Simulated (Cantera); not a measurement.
Feed: 1 mol C₂F₆, 0.53 mol HCl, 15 mol H₂, at 750 Torr.

Cantera equilibrium calculation (NASA polynomials, part measured and part estimated; ideal gas, pure solids and liquids). Candidate condensed phases: C, C₆H₆, C₇H₈, C₈H₁₈; 118 gas species. The feed counts by its element totals alone. Rates play no part.

Task: At 1600 °C, list the 5 most abundant gas species with their mole fractions, and the condensed phases.

Result: H₂ 0.647, HF 0.324, HCl 0.0286, H 0.000519, CH₄ 0.000255. Condensed: C(graphite).
